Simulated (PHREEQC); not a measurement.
**Copper plating or etch bath: speciation**

Solution (80 °C): 8.1 mmol/kgw Cu(NO3)2, 2.6 mmol/kgw HCl and 0.26 mmol/kgw FeCl3. Closed to the air; pH follows from the charge balance.

The numbers come from PHREEQC with the ion-association model, wateq4f.dat.

Each row changes one thing in this solution. This is a speciation only: nothing precipitates in the calculation.

```csv
case,pH,ionic strength (mol/kgw),Cl- (mol/kgw),CuCl+ (mol/kgw),FeOH+2 (mol/kgw),Fe(OH)2+ (mol/kgw),SI of Tenorite (CuO),SI of Cu(OH)2 (Cu(OH)2)
as made,2.60,0.0272,0.00305,0.000323,0.000171,7.80e-5,-3.08,-4.10
diluted 5-fold with water,3.25,0.00551,0.000656,1.96e-5,1.43e-5,3.76e-5,-2.32,-3.34
HCl left out,3.40,0.0250,0.000702,7.82e-5,6.54e-5,0.000194,-1.45,-2.46
HCl from 0.0026 to 0.013 mol/kgw,1.95,0.0361,0.0126,0.00112,0.000176,1.69e-5,-4.45,-5.47
8.9e-05 mol/kgw Ca(OH)2 added,2.62,0.0273,0.00305,0.000323,0.000169,8.16e-5,-3.03,-4.05
temperature from 80 to 30 °C,2.61,0.0280,0.00332,5.04e-5,0.000157,1.60e-5,-4.57,-5.59
diluted 100-fold with water,4.51,0.000277,3.37e-5,6.55e-8,4.21e-8,2.48e-6,-0.98,-2.00
```

Some of these states are supersaturated (in Hematite (slow to form), Goethite (slow to form), for instance). Away from 25 °C the constants follow the database's enthalpies or fits; those with neither stay at their 25 °C values.
